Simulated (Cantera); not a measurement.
Input (Python, Cantera) and output of one run.

```python
import numpy as np
import cantera as ct

gas_names = [...]  # 136 gases of nasa_gas.yaml made of C, H, N, O
cond_names = """
    C(gr) C6H6(L) C7H8(L) C8H18(L),n-octa H2O(s) H2O(L)
""".split()


# ... load() reads the species with a 1 bar reference pressure and builds the phases ...
atoms = {
    'C3H8': {'C': 3, 'H': 8},
    'NH3': {'N': 1, 'H': 3},
    'H2': {'H': 2},
    'H2O': {'H': 2, 'O': 1},
}
top_T = {'C(gr)': 4500}  # K; cautious upper limits of use, not melting points


# ... equilibrate(T, P, feed) seeds the gas with the atoms and calls Mixture.equilibrate('TP', solver="vcs", rtol=1e-11, max_steps=5000) ...
results = []
feed = {'C3H8': 1, 'NH3': 0.61, 'H2': 4.7, 'H2O': 2.8}  # mol
P = 1200000  # Pa
for T in [700, 750, 800, 850, 900, 950, 1000, 1050, 1100, 1150, 1200, 1250, 1300, 1350]:
    mix = equilibrate(T, P, feed)
    results.append((T, P, feed, dict(zip(mix.species_names, mix.species_moles))))

top = {s: max(r[3][s] / sum(r[3][g] for g in gas_names) for r in results) for s in gas_names}
cols = sorted((s for s in top if top[s] > 0.0001), key=lambda s: -top[s])[:5]
seen = [c for c in cond_names if any(r[3].get(c, 0) > 1e-12 for r in results)]
print("log10 of partial pressures in bar; condensed amounts in mol")
print(f"{'T/K':>10s}" + "".join(f"{s[:9]:>10s}" for s in cols + seen))
for T, P, feed, n in results:
    ng = sum(n[g] for g in gas_names)
    print(f"{T:10.4g}" + "".join(f"{np.log10(max(n[s] / ng * P / 1e5, 1e-99)):10.3f}" for s in cols)
          + "".join(f"{n.get(c, 0):10.4g}" for c in seen))
```

It prints:

```
log10 of partial pressures in bar; condensed amounts in mol
       T/K        H2       CH4       H2O        CO        N2
       700     0.644     0.570     0.540    -4.383    -0.453
       750     0.647     0.569     0.539    -3.297    -0.440
       800     0.653     0.566     0.534    -2.358    -0.435
       850     0.671     0.553     0.515    -1.587    -0.436
       900     0.708     0.523     0.472    -1.008    -0.446
       950     0.756     0.471     0.402    -0.589    -0.463
      1000     0.805     0.396     0.309    -0.288    -0.486
      1050     0.850     0.298     0.194    -0.074    -0.512
      1100     0.886     0.179     0.059     0.073    -0.538
      1150     0.914     0.046    -0.093     0.171    -0.562
      1200     0.934    -0.094    -0.258     0.234    -0.580
      1250     0.947    -0.232    -0.433     0.274    -0.594
      1300     0.957    -0.360    -0.615     0.299    -0.604
      1350     0.963    -0.474    -0.804     0.315    -0.611
```

Cantera equilibrium calculation (NASA polynomials, part measured and part estimated; ideal gas, pure solids and liquids).
